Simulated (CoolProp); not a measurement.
Vapour-liquid equilibrium of benzene (1) + n-decane (2) at 6.13 kPa; x and y are mole fractions of (1).

Values from CoolProp's multi-fluid Helmholtz-energy mixture model, Thol 2012 and Lemmon 2006; pair parameters Bell 2016.

```tsv
x	bubble temperature, mixture model (°C)	bubble temperature, Raoult's law (°C)	y, mixture model	y, Raoult's law
0.05	68.3	70.2	0.636	0.603
0.15	45.7	49.8	0.904	0.879
0.25	34.3	38.8	0.958	0.945
0.35	27.4	31.5	0.977	0.970
0.45	22.9	26.1	0.985	0.982
0.55	19.6	22.0	0.990	0.989
0.65	17.1	18.6	0.993	0.993
0.75	15.0	15.7	0.995	0.996
0.85	13.0	13.3	0.997	0.998
0.95	11.1	11.2	0.999	0.999
```

The largest gap from Raoult's law is -4.5 K in bubble temperature, at x = 0.25. No azeotrope shows between x = 0.05 and 0.95.

The pair parameters rest on a limited set of measurements; away from them the model extrapolates.
